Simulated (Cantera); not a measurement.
Cantera run:

```python
import numpy as np
import cantera as ct

gas_names = """
    Electron C C+ C- CH CH+ CH2 CH3 CH2OH CH3O CH4 CH3OH CO CO+ COS CO2 CO2+ COOH CS CS2 C2 C2+ C2- C2H
    CHCO,ketyl C2H2,acetylene C2H2,vinylidene CH2CO,ketene C2H3,vinyl CH3CO,acetyl C2H4 C2H4O,ethylen
    CH3CHO,ethanal CH3COOH (HCOOH)2 C2H5 C2H6 CH3OCH3 C2H5OH C2O C3 C3H3,propargyl C3H4,allene
    C3H4,propyne C3H4,cyclo- C3H5,allyl C3H6,propylene C3H6,cyclo- C3H6O C3H7,n-propyl C3H7,i-propyl
    C3H8 C3H8O,1propanol C3H8O,2propanol C3O2 C4 C4H2 C4H4,1,3-cyclo- C4H6,butadiene C4H6,2-butyne
    C4H6,cyclo- C4H8,1-butene C4H8,cis2-buten C4H8,tr2-butene C4H8,isobutene C4H8,cyclo- (CH3COOH)2
    C4H9,n-butyl C4H9,i-butyl C4H9,s-butyl C4H9,t-butyl C4H10,isobutane C4H10,n-butane C5 C5H6,1,3cyclo-
    C5H8,cyclo- C5H10,1-pentene C5H10,cyclo- C5H11,pentyl C5H11,t-pentyl C5H12,n-pentane C5H12,i-pentane
    CH3C(CH3)2CH3 C6H2 C6H5,phenyl C6H5O,phenoxy C6H6 C6H5OH,phenol C6H10,cyclo- C6H12,1-hexene
    C6H12,cyclo- C6H13,n-hexyl C7H7,benzyl C7H8 C7H8O,cresol C7H14,1-heptene C7H15,n-heptyl
    C7H16,n-heptane C8H8,styrene C8H10,ethylbenz C8H16,1-octene C8H17,n-octyl C8H18,isooctane
    C8H18,n-octane C9H19,n-nonyl C10H8,naphthale C10H21,n-decyl C12H9,o-bipheny C12H10,bipheny H H+ H-
    HCO HCO+ HO2 H2 H2+ H2- HCHO,formaldehy HCOOH H2O H2O+ H2O2 H2S H2SO4 H3O+ O O+ O- OH OH+ OH- O2 O2+
    O2- O3 S S+ S- SH SO SO2 SO3 S2 S2O S8
""".split()
cond_names = """
    C(gr) C6H6(L) C7H8(L) C8H18(L),n-octa H2O(s) H2O(L) H2SO4(L) S(cr1) S(cr2) S(L)
""".split()


def load(file, names, dense=False):
    # The tables refer to 1 bar. Condensed volumes are neglected.
    table = {s.name: s for s in ct.Species.list_from_file(file)}
    out = []
    for n in names:
        d = dict(table[n].input_data)
        d["thermo"] = dict(d["thermo"], **{"reference-pressure": 1e5})
        if dense:
            d["equation-of-state"] = {"model": "constant-volume", "density": "1e6 g/cm^3"}
        out.append(ct.Species.from_dict(d))
    return out


gas = ct.Solution(thermo="ideal-gas", species=load("nasa_gas.yaml", gas_names))
cond = {s.name: ct.Solution(thermo="fixed-stoichiometry", species=[s], name=s.name)
        for s in load("nasa_condensed.yaml", cond_names, dense=True)}
atoms = {
    'CO2': {'C': 1, 'O': 2},
    'SO2': {'S': 1, 'O': 2},
    'H2': {'H': 2},
}
top_T = {'C(gr)': 4500}  # K; cautious upper limits of use, not melting points


def equilibrate(T, P, feed):
    n = {}
    for name, mol in feed.items():
        for a, k in atoms[name].items():
            n[a] = n.get(a, 0.0) + k * mol
    gas.TPX = T, P, n
    mass = sum(n.values()) * gas.mean_molecular_weight
    gas.equilibrate("TP")
    valid = [c for c in cond.values() if c.min_temp <= T <= top_T.get(c.name, c.max_temp)]
    mix = ct.Mixture([(gas, mass / gas.mean_molecular_weight)] + [(c, 0.0) for c in valid])
    mix.T, mix.P = T, P
    mix.equilibrate("TP", solver="vcs", rtol=1e-11, max_steps=5000)
    return mix


results = []
feed = {'CO2': 1, 'SO2': 0.39, 'H2': 0.42}  # mol
P = 133.322  # Pa
for T in [2500, 3000, 3500, 4000, 4500, 5000]:
    mix = equilibrate(T, P, feed)
    results.append((T, P, feed, dict(zip(mix.species_names, mix.species_moles))))

top = {s: max(r[3][s] / sum(r[3][g] for g in gas_names) for r in results) for s in gas_names}
cols = sorted((s for s in top if top[s] > 1e-06), key=lambda s: -top[s])[:7]
seen = [c for c in cond_names if any(r[3].get(c, 0) > 1e-12 for r in results)]
print("log10 of partial pressures in bar; condensed amounts in mol")
print(f"{'T/K':>10s}" + "".join(f"{s[:9]:>10s}" for s in cols + seen))
for T, P, feed, n in results:
    ng = sum(n[g] for g in gas_names)
    print(f"{T:10.4g}" + "".join(f"{np.log10(max(n[s] / ng * P / 1e5, 1e-99)):10.3f}" for s in cols)
          + "".join(f"{n.get(c, 0):10.4g}" for c in seen))
```

Output:

```
log10 of partial pressures in bar; condensed amounts in mol
       T/K         O        CO         H         S       SO2       CO2        O2
      2500    -3.819    -3.383    -3.793    -5.036    -3.889    -3.930    -3.960
      3000    -3.277    -3.459    -3.554    -4.004    -5.577    -5.310    -4.662
      3500    -3.231    -3.477    -3.554    -3.894    -8.097    -6.597    -5.847
      4000    -3.228    -3.478    -3.554    -3.888   -10.133    -7.578    -6.802
      4500    -3.227    -3.483    -3.555    -3.890   -11.727    -8.342    -7.546
      5000    -3.210    -3.563    -3.570    -3.909   -12.991    -9.010    -8.110
```

These are equilibrium values from Cantera (NASA tables, ideal gas, pure condensed phases), not measurements of a reactor.
